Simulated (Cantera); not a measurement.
An isothermal, constant-pressure homogeneous reactor starts with CH4 : H2O = 1 : 0.81 (molar parts), at 1525 K and 1000000 Pa. Integrator tolerance rtol = 1e-08.

Detailed kinetics in Cantera: GRI-Mech 3.0 (53 species, 325 reactions).

```
quantity                                            before                                    after
-----------------  ---------------------------------------  ---------------------------------------
x(CH4) at 200 s      0.0761 (gas-phase equilibrium 0.0549)    0.0409 (gas-phase equilibrium 0.0358)
x(H2O) at 200 s    0.0185 (gas-phase equilibrium 0.000489)  0.00966 (gas-phase equilibrium 7.86e-6)
x(CH2CO) at 200 s  5.68e-7 (gas-phase equilibrium 4.18e-7)  3.75e-7 (gas-phase equilibrium 2.63e-7)
x(CH2O) at 200 s   6.68e-7 (gas-phase equilibrium 7.29e-7)  7.20e-8 (gas-phase equilibrium 7.33e-8)
x(CH3) at 200 s    1.41e-5 (gas-phase equilibrium 9.95e-6)  2.33e-5 (gas-phase equilibrium 2.03e-5)
x(O2) at 200 s       <1e-12 (gas-phase equilibrium <1e-12)    <1e-12 (gas-phase equilibrium <1e-12)
x(CO) at 200 s         0.223 (gas-phase equilibrium 0.236)      0.224 (gas-phase equilibrium 0.232)
```

Which change was made?
A) pressure from 1000000 Pa to 100000 Pa
B) H2O 0.81 to 1.3 parts
C) CH4 1 to 2 parts
D) H2O 0.81 to 1.2 parts

A, pressure from 1000000 Pa to 100000 Pa
